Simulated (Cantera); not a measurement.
An isothermal, constant-pressure homogeneous reactor starts with 11.3 % H2, 8.06 % O2, 80.6 % N2, equivalence ratio 0.70, at 1075 K and 0.365 atm.

Model: the H2/O2 subset of GRI-Mech 3.0, which has no nitrogen chemistry, integrated in Cantera. The temperature is held fixed by assumption; the heat of reaction is taken as removed at once.

x: mole fraction; the columns are a selection and need not sum to one.

| t (s) | x H2 | x O2 | x H2O2 | x OH | x H2O | x HO2 | x H |
|---|---|---|---|---|---|---|---|
| 5.00e-5 | 0.113 | 0.0806 | 1.78e-12 | 1.12e-10 | 1.47e-9 | 1.04e-9 | 1.82e-9 |
| 0.000150 | 0.113 | 0.0806 | 4.18e-11 | ? | 1.06e-7 | 1.68e-8 | 8.20e-8 |
| 0.000451 | 0.103 | 0.0766 | 2.22e-7 | ? | 0.00722 | 1.67e-5 | 0.00471 |
| 0.00136 | 0.00222 | 0.0266 | 1.95e-6 | ? | 0.116 | 1.05e-5 | 0.000910 |
| 0.00408 | 0.000274 | 0.0257 | 9.56e-7 | ? | 0.119 | 4.98e-6 | 1.64e-5 |
| 0.0122 | 3.96e-5 | 0.0256 | 2.87e-7 | ? | 0.120 | 1.27e-6 | 8.11e-7 |
| 0.0368 | 4.12e-6 | 0.0256 | 7.03e-8 | ? | 0.120 | 1.85e-7 | 4.11e-8 |
| 0.111 | 3.47e-7 | 0.0256 | 1.74e-8 | ? | 0.120 | 2.65e-8 | 2.52e-9 |
| 0.332 | 5.14e-8 | 0.0256 | 4.92e-9 | ? | 0.120 | 5.96e-9 | 2.82e-10 |
| 0.998 | 1.34e-8 | 0.0256 | 1.54e-9 | ? | 0.120 | 1.81e-9 | 4.53e-11 |
| 3.00 | 4.18e-9 | 0.0256 | 5.14e-10 | ? | 0.120 | 7.16e-10 | 8.44e-12 |

Problem. What belongs in the gaps?

Solution. 
- 0.000150, x OH: 5.18e-9
- 0.000451, x OH: 0.000337
- 0.00136, x OH: 0.000465
- 0.00408, x OH: 8.97e-5
- 0.0122, x OH: 3.19e-5
- 0.0368, x OH: 1.34e-5
- 0.111, x OH: 6.11e-6
- 0.332, x OH: 3.10e-6
- 0.998, x OH: 1.69e-6
- 3.00, x OH: 9.64e-7
